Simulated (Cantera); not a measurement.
Input (Python, Cantera):

```python
import numpy as np
import cantera as ct

gas = ct.Solution("gri30.yaml")
gas.TPX = 2425, 13332, {'CH4': 0.048, 'H2': 1}
reactor = ct.IdealGasConstPressureReactor(gas, energy="off", clone=False)
net = ct.ReactorNet([reactor])
net.rtol, net.atol = 1e-08, 1e-18
show = ['CH4', 'H2', 'C2H4', 'CH3', 'C2H6', 'C2H', 'CH2']
times = np.geomspace(1e-05, 8, 11)

steps = ct.SolutionArray(gas, extra=["t"])
rows = []
print(f"{'t/s':>10s}{'T/K':>9s}{'P/Pa':>11s}" + "".join(f"{s:>11s}" for s in show))
for t in times:
    while net.time < t:
        t_next = net.step()
        steps.append(gas.state, t=t_next)
    rows.append([np.interp(t, steps.t, y) for y in (steps.T, steps.P, *steps(*show).X.T)])
    print(f"{t:10.3e}{rows[-1][0]:9.1f}{rows[-1][1]:11.4g}" + "".join(f"{x:11.3e}" for x in rows[-1][2:]))
rate = np.gradient(steps.T, steps.t)
print("integrator steps:", len(steps.t))
if steps.T.max() > steps.T[0] + 200:
    print(f"time of steepest temperature rise: {steps.t[rate.argmax()]:.4e} s")
gas.TPX = 2425, 13332, {'CH4': 0.048, 'H2': 1}
gas.equilibrate("TP")
print(f"equilibrium (TP): T = {gas.T:.1f} K  " + "  ".join(f"{s} {gas[s].X[0]:.3e}" for s in show))
```

Output:

```
       t/s      T/K       P/Pa        CH4         H2       C2H4        CH3       C2H6        C2H        CH2
 1.000e-05   2425.0  1.333e+04  4.407e-02  9.524e-01  4.965e-06  1.634e-03  6.480e-07  6.698e-11  3.805e-06
 3.893e-05   2425.0  1.333e+04  3.925e-02  9.476e-01  1.579e-04  5.485e-03  5.900e-06  7.344e-08  4.663e-05
 1.516e-04   2425.0  1.333e+04  2.235e-02  9.436e-01  3.073e-04  8.045e-03  6.344e-06  7.995e-06  1.538e-04
 5.901e-04   2425.0  1.333e+04  4.234e-03  9.487e-01  2.756e-05  2.141e-03  3.162e-07  3.113e-05  7.838e-05
 2.297e-03   2425.0  1.333e+04  4.497e-04  9.433e-01  3.835e-06  3.023e-04  4.567e-09  4.730e-05  1.712e-05
 8.944e-03   2425.0  1.333e+04  6.328e-05  9.351e-01  2.763e-06  5.339e-05  1.126e-10  6.004e-05  3.899e-06
 3.482e-02   2425.0  1.333e+04  3.342e-05  9.310e-01  2.519e-06  3.103e-05  3.615e-11  6.604e-05  2.502e-06
 1.356e-01   2425.0  1.333e+04  3.319e-05  9.309e-01  2.514e-06  3.088e-05  3.576e-11  6.617e-05  2.496e-06
 5.278e-01   2425.0  1.333e+04  3.319e-05  9.309e-01  2.514e-06  3.088e-05  3.576e-11  6.617e-05  2.496e-06
 2.055e+00   2425.0  1.333e+04  3.319e-05  9.309e-01  2.514e-06  3.088e-05  3.576e-11  6.617e-05  2.496e-06
 8.000e+00   2425.0  1.333e+04  3.319e-05  9.309e-01  2.514e-06  3.088e-05  3.576e-11  6.617e-05  2.496e-06
integrator steps: 1178
equilibrium (TP): T = 2425.0 K  CH4 3.351e-05  H2 9.309e-01  C2H4 2.514e-06  CH3 3.118e-05  C2H6 3.638e-11  C2H 6.617e-05  CH2 2.520e-06
```

Computed with Cantera and GRI-Mech 3.0 (53 species, 325 reactions). GRI-Mech 3.0 stops at C3 and has no aromatics, soot or wall deposition, so with more carbon than oxygen in the feed, carbon stays in small species such as C2H2 where larger ones or solid carbon would form.
